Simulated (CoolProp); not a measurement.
The numbers come from the reference Helmholtz-energy equation of state, Lemmon 2006 in CoolProp. It is a short technical equation, of lower accuracy than the large ones.

**Question.** Give the vapour pressure (kPa), vapour density (kg/m³), enthalpy of vaporisation (kJ/kg), liquid cp (kJ/(kg K)) of saturated nitrous oxide at 240.3, 245.3, 291.1 K.

**Answer.** 
```json
[
 {"T (K)": "240.3", "p (kPa)": "1200", "vapour density (kg/m³)": "31.0", "enthalpy of vaporisation (kJ/kg)": "299", "liquid cp (kJ/(kg K))": "1.88"},
 {"T (K)": "245.3", "p (kPa)": "1410", "vapour density (kg/m³)": "36.5", "enthalpy of vaporisation (kJ/kg)": "291", "liquid cp (kJ/(kg K))": "1.92"},
 {"T (K)": "291.1", "p (kPa)": "4820", "vapour density (kg/m³)": "148", "enthalpy of vaporisation (kJ/kg)": "178", "liquid cp (kJ/(kg K))": "3.02"}
]
```
